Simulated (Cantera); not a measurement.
Feed: 1 mol SiH₂Cl₂, 3 mol NH₃, 92 mol H₂, at 1498 K and 870 Pa.

Equilibrium computed with Cantera from the NASA thermochemical tables; the gas is ideal and each condensed phase is pure. Candidate condensed phases: NH₄Cl, Si, Si₃N₄; 28 gas species. Equilibrium is a limit: real reactors are often held back by kinetics, nucleation or transport.

Base state: H₂ 0.972, HCl 0.0185, N₂ 0.00892, SiCl₂ 0.000794, H 0.000182 (mole fractions); condensed: Si₃N₄(s).

Q: What changes in the equilibrium state with this change: NH₃ from 3 to 4.3 mol?

A: 
```json
[
 {"species": "H₂", "before": "0.972", "after": "0.966"},
 {"species": "HCl", "before": "0.0185", "after": "0.0185"},
 {"species": "N₂", "before": "0.00892", "after": "0.0149"},
 {"species": "SiCl₂", "before": "0.000794", "after": "0.000564"},
 {"species": "H", "before": "0.000182", "after": "0.000181"},
 {"species": "Si₃N₄(s), mol", "before": "0.307", "after": "0.314"}
]
```
